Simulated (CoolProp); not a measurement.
Aqueous ethanol as a coolant, 29 % by mass, freezing at -19.2 °C, 1 atm.

Values from CoolProp's Melinder's fits for secondary coolants.

```json
[
 {"T (°C)": "-13.1", "density (kg/m³)": "___", "cp (kJ/(kg K))": "___", "conductivity (W/(m K))": "0.394", "viscosity (mPa s)": "14.9"},
 {"T (°C)": "-3.9", "density (kg/m³)": "968.0", "cp (kJ/(kg K))": "___", "conductivity (W/(m K))": "0.400", "viscosity (mPa s)": "8.25"},
 {"T (°C)": "5.2", "density (kg/m³)": "963.7", "cp (kJ/(kg K))": "___", "conductivity (W/(m K))": "0.406", "viscosity (mPa s)": "___"},
 {"T (°C)": "14.3", "density (kg/m³)": "___", "cp (kJ/(kg K))": "4.222", "conductivity (W/(m K))": "0.412", "viscosity (mPa s)": "3.30"},
 {"T (°C)": "23.4", "density (kg/m³)": "953.6", "cp (kJ/(kg K))": "4.238", "conductivity (W/(m K))": "0.418", "viscosity (mPa s)": "2.31"},
 {"T (°C)": "32.6", "density (kg/m³)": "947.8", "cp (kJ/(kg K))": "4.255", "conductivity (W/(m K))": "0.424", "viscosity (mPa s)": "1.69"}
]
```

What belongs in the gaps?


- -13.1, density (kg/m³): 971.6
- -13.1, cp (kJ/(kg K)): 4.142
- -3.9, cp (kJ/(kg K)): 4.177
- 5.2, cp (kJ/(kg K)): 4.202
- 5.2, viscosity (mPa s): 5.03
- 14.3, density (kg/m³): 958.9
